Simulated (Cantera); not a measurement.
A perfectly stirred reactor is fed with C3H8 : O2 : N2 = 1 : 3.85 : 14.5 (molar parts), equivalence ratio 1.3, at 10.0 bar; it is adiabatic with a 798 K inlet, and is followed from long to short residence time, starting on the burning branch (τ in s: 0.081, 0.033, 0.013, 0.0053, 0.0021, 0.00085, 0.00034, 0.00014, 5.5e-05, 2.2e-05, 8.9e-06).

Cantera simulation using GRI-Mech 3.0 (53 species, 325 reactions); the numbers are that mechanism's predictions, not measurements. GRI-Mech 3.0 was tuned for natural gas; its chemistry of propane as a main component is partial and can be far from experiment.

### Question
What does this change do: pressure from 10.0 bar to 5.00 bar?

### Answer
```json
[
 {"quantity": "blow-out, bracketed by the residence times tried", "before": "burning at 8.90 µs, the shortest tried", "after": "burning at 22.0 µs, out at 8.90 µs"},
 {"quantity": "x(C3H8) at τ = 81.0 ms", "before": "2.62e-8", "after": "3.97e-8"},
 {"quantity": "x(O2) at τ = 81.0 ms", "before": "9.32e-5", "after": "0.000172"},
 {"quantity": "x(H2) at τ = 81.0 ms", "before": "0.0306", "after": "0.0308"},
 {"quantity": "x(CH3) at τ = 81.0 ms", "before": "9.32e-7", "after": "1.21e-6"},
 {"quantity": "x(CH4) at τ = 81.0 ms", "before": "1.16e-6", "after": "1.09e-6"},
 {"quantity": "x(C3H8) at τ = 0.850 ms", "before": "1.78e-6", "after": "2.44e-6"},
 {"quantity": "x(O2) at τ = 0.850 ms", "before": "0.000652", "after": "0.00114"},
 {"quantity": "x(H2) at τ = 0.850 ms", "before": "0.0308", "after": "0.0313"},
 {"quantity": "x(CH3) at τ = 0.850 ms", "before": "3.78e-5", "after": "4.08e-5"},
 {"quantity": "x(CH4) at τ = 0.850 ms", "before": "2.98e-5", "after": "2.05e-5"}
]
```

### Question
What does this change do: inlet temperature 798 to 575 K?

### Answer
| quantity | before | after |
|---|---|---|
| blow-out, bracketed by the residence times tried | burning at 8.90 µs, the shortest tried | burning at 22.0 µs, out at 8.90 µs |
| x(C3H8) at τ = 81.0 ms | 2.62e-8 | 5.21e-8 |
| x(O2) at τ = 81.0 ms | 9.32e-5 | 3.23e-5 |
| x(H2) at τ = 81.0 ms | 0.0306 | 0.0317 |
| x(CH3) at τ = 81.0 ms | 9.32e-7 | 2.80e-6 |
| x(CH4) at τ = 81.0 ms | 1.16e-6 | 7.00e-6 |
| x(C3H8) at τ = 0.850 ms | 1.78e-6 | 3.02e-6 |
| x(O2) at τ = 0.850 ms | 0.000652 | 0.000684 |
| x(H2) at τ = 0.850 ms | 0.0308 | 0.0315 |
| x(CH3) at τ = 0.850 ms | 3.78e-5 | 6.65e-5 |
| x(CH4) at τ = 0.850 ms | 2.98e-5 | 7.79e-5 |
